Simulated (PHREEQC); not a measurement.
# Leach liquor: an equilibrium model

Dissolve 0.18 mol H2SO4 and 0.00013 mol FeSO4 per kg of water at 20 °C. Closed to the air; pH follows from the charge balance.

All values are PHREEQC results (ion-association model, wateq4f.dat), not measurements.

Precipitation was switched off in this run.

Task: What pH does the model give?

Result: pH 0.78.

Task: In which forms is Fe present?

Result: Fe+2 52 %, FeHSO4+ 29 %, FeSO4 19 % of the Fe.
